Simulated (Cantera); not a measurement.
# Equilibrium for silicon carbide growth: (CH3)2SiCl2 + C2H2 + H2

Feed: 1 mol (CH3)2SiCl2, 0.039 mol C2H2, 9.3 mol H2, equilibrated at 1123.15 K.

Method: chemical equilibrium by Gibbs-energy minimisation in Cantera with the NASA 1993 tables (ideal gas, pure condensed phases). Candidate condensed phases: C, C6H6, C7H8, C8H18, Si, SiC; 109 gas species. The feed counts by its element totals alone. The tables' values for SiCl3 are old estimates; treat these amounts as uncertain. Equilibrium is a limit: real reactors are often held back by kinetics, nucleation or transport.

From 0.750 Torr to 750 Torr the condensed part is C(graphite) + SiC(s). The main Si-bearing gas is SiCl4 throughout. The share of Si in condensed phases is highest at 0.750 Torr (99.8 %) and lowest at 750 Torr (80.1 %).

```json
[
 {"P (Pa)": "100", "x H2": "0.850", "x HCl": "0.149", "x CH4": "2.12e-5", "x SiCl4": "8.06e-5", "x SiHCl3": "7.87e-6", "x SiCl3": "1.92e-5", "x SiCl2": "5.67e-5", "x SiH2Cl2": "9.42e-8", "n C(graphite)": "1.08", "n SiC(s)": "0.998"},
 {"P (Pa)": "320", "x H2": "0.851", "x HCl": "0.149", "x CH4": "6.79e-5", "x SiCl4": "0.000252", "x SiHCl3": "2.48e-5", "x SiCl3": "3.38e-5", "x SiCl2": "5.61e-5", "x SiH2Cl2": "2.98e-7", "n C(graphite)": "1.08", "n SiC(s)": "0.995"},
 {"P (Pa)": "1000", "x H2": "0.852", "x HCl": "0.147", "x CH4": "0.000213", "x SiCl4": "0.000743", "x SiHCl3": "7.42e-5", "x SiCl3": "5.71e-5", "x SiCl2": "5.44e-5", "x SiH2Cl2": "9.07e-7", "n C(graphite)": "1.09", "n SiC(s)": "0.988"},
 {"P (Pa)": "3200", "x H2": "0.856", "x HCl": "0.141", "x CH4": "0.000687", "x SiCl4": "0.00203", "x SiHCl3": "0.000211", "x SiCl3": "9.08e-5", "x SiCl2": "5.03e-5", "x SiH2Cl2": "2.69e-6", "n C(graphite)": "1.10", "n SiC(s)": "0.968"},
 {"P (Pa)": "10000", "x H2": "0.862", "x HCl": "0.131", "x CH4": "0.00218", "x SiCl4": "0.00459", "x SiHCl3": "0.000519", "x SiCl3": "0.000126", "x SiCl2": "4.27e-5", "x SiH2Cl2": "7.20e-6", "n C(graphite)": "1.12", "n SiC(s)": "0.930"},
 {"P (Pa)": "32000", "x H2": "0.869", "x HCl": "0.115", "x CH4": "0.00708", "x SiCl4": "0.00852", "x SiHCl3": "0.00111", "x SiCl3": "0.000150", "x SiCl2": "3.26e-5", "x SiH2Cl2": "1.77e-5", "n C(graphite)": "1.11", "n SiC(s)": "0.871"},
 {"P (Pa)": "100000", "x H2": "0.867", "x HCl": "0.0960", "x CH4": "0.0220", "x SiCl4": "0.0132", "x SiHCl3": "0.00205", "x SiCl3": "0.000156", "x SiCl2": "2.29e-5", "x SiH2Cl2": "3.89e-5", "n C(graphite)": "0.994", "n SiC(s)": "0.801"}
]
```
x: gas mole fraction; n: condensed amount in mol.
